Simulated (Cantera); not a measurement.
A Cantera script and what it prints.

```python
import numpy as np
import cantera as ct

gas_names = """
    CL CL2 H HCL H2 N NH NH2 NH3 N2 N2H2 N2H4 Si SiCL SiCL2 SiCL3 SiCL4 SiH SiHCL3 SiH2 SiH2CL2 SiH3
    SiH3CL SiH4 SiN Si2 Si2N Si3
""".split()
cond_names = """
    NH4CL(a) NH4CL(b) Si(cr) Si(L) Si3N4(a)
""".split()


# ... load() reads the species with a 1 bar reference pressure and builds the phases ...
atoms = {
    'SiH2Cl2': {'Si': 1, 'H': 2, 'CL': 2},
    'N2': {'N': 2},
    'H2': {'H': 2},
}
top_T = {'Si3N4(a)': 2400}  # K; cautious upper limits of use, not melting points


# ... equilibrate(T, P, feed) seeds the gas with the atoms and calls Mixture.equilibrate('TP', solver="vcs", rtol=1e-11, max_steps=5000) ...
results = []
feed = {'SiH2Cl2': 1, 'N2': 3.7, 'H2': 13}  # mol
P = 97  # Pa
for T in [948, 1048, 1148, 1248, 1348, 1448, 1548, 1648, 1748, 1848, 1948]:
    mix = equilibrate(T, P, feed)
    results.append((T, P, feed, dict(zip(mix.species_names, mix.species_moles))))
    x = sorted(zip(gas.X, gas.species_names), reverse=True)
    print(f"T = {T:g} K  P = {P:g} Pa  gas = {mix.phase_moles(0):.4g} mol")
    print("   x: " + "  ".join(f"{s} {v:.3e}" for v, s in x if v > 0.001))
    print("   condensed (mol): " + ("  ".join(f"{mix.phase(i).name} {mix.phase_moles(i):.4g}"
          for i in range(1, mix.n_phases) if mix.phase_moles(i) > 1e-12) or "none"))
```

Result:

```
T = 948 K  P = 97 Pa  gas = 18.03 mol
   x: H2 7.210e-01  N2 1.682e-01  HCL 1.108e-01
   condensed (mol): Si3N4(a) 0.3331
T = 1048 K  P = 97 Pa  gas = 18.03 mol
   x: H2 7.209e-01  N2 1.682e-01  HCL 1.108e-01
   condensed (mol): Si3N4(a) 0.3332
T = 1148 K  P = 97 Pa  gas = 18.03 mol
   x: H2 7.210e-01  N2 1.682e-01  HCL 1.107e-01
   condensed (mol): Si3N4(a) 0.3329
T = 1248 K  P = 97 Pa  gas = 18.04 mol
   x: H2 7.211e-01  N2 1.684e-01  HCL 1.101e-01
   condensed (mol): Si3N4(a) 0.331
T = 1348 K  P = 97 Pa  gas = 18.06 mol
   x: H2 7.220e-01  N2 1.694e-01  HCL 1.064e-01  SiCL2 2.075e-03
   condensed (mol): Si3N4(a) 0.3204
T = 1448 K  P = 97 Pa  gas = 18.13 mol
   x: H2 7.250e-01  N2 1.727e-01  HCL 9.400e-02  SiCL2 7.975e-03
   condensed (mol): Si3N4(a) 0.2845
T = 1548 K  P = 97 Pa  gas = 18.27 mol
   x: H2 7.298e-01  N2 1.784e-01  HCL 7.221e-02  SiCL2 1.845e-02
   condensed (mol): Si3N4(a) 0.2201
T = 1648 K  P = 97 Pa  gas = 18.73 mol
   x: H2 7.139e-01  N2 1.975e-01  HCL 6.468e-02  SiCL2 2.081e-02  H 2.416e-03
   condensed (mol): Si(cr) 0.6009
T = 1748 K  P = 97 Pa  gas = 18.8 mol
   x: H2 7.091e-01  N2 1.968e-01  HCL 6.533e-02  SiCL2 2.006e-02  H 6.177e-03  Si 1.500e-03
   condensed (mol): Si(L) 0.5836
T = 1848 K  P = 97 Pa  gas = 18.98 mol
   x: H2 6.971e-01  N2 1.949e-01  HCL 6.650e-02  SiCL2 1.837e-02  H 1.421e-02  Si 6.467e-03  SiCL 1.052e-03  CL 1.031e-03
   condensed (mol): Si(L) 0.4996
T = 1948 K  P = 97 Pa  gas = 19.51 mol
   x: H2 6.696e-01  N2 1.895e-01  HCL 6.542e-02  H 2.969e-02  Si 2.395e-02  SiCL2 1.629e-02  SiCL 2.292e-03  CL 2.175e-03
   condensed (mol): Si(L) 0.1414
```

Method: chemical equilibrium by Gibbs-energy minimisation in Cantera with the NASA 1993 tables (ideal gas, pure condensed phases). N2 is the only nitrogen source here; it is nearly inert below about 1500 K, so the nitride shown seldom forms there in practice. The tables' values for SiCl, SiCl3, SiN are old estimates; treat these amounts as uncertain. Gases not in the tables: Si2H6 and higher silanes.
